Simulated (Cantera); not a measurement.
Charge: 1 mol SiCl4, 0.59 mol Cl2, 10 mol H2, equilibrated at 10000 Pa.

Equilibrium computed with Cantera from the NASA thermochemical tables; the gas is ideal and each condensed phase is pure. Candidate condensed phases: Si; 19 gas species. The tables' values for SiCl3 are old estimates; treat these amounts as uncertain. Kinetics and transport are ignored. All values below are at 650 °C.

Base state: H2 0.810, HCl 0.104, SiCl4 0.0839, SiHCl3 0.00232, SiCl3 4.85e-5 (mole fractions); condensed: gas only.

### Question
What changes in the equilibrium state with this change: SiCl4 replaced by Si?

### Answer
| species | before | after |
|---|---|---|
| H2 | 0.810 | 0.963 |
| SiCl4 | 0.0839 | 0.0193 |
| SiHCl3 | 0.00232 | 0.00963 |
| HCl | 0.104 | 0.00689 |
| SiH2Cl2 | 6.30e-6 | 0.000470 |
| SiCl2 | 1.13e-6 | 7.08e-5 |
| Si(s), mol | 0 | 0.695 |
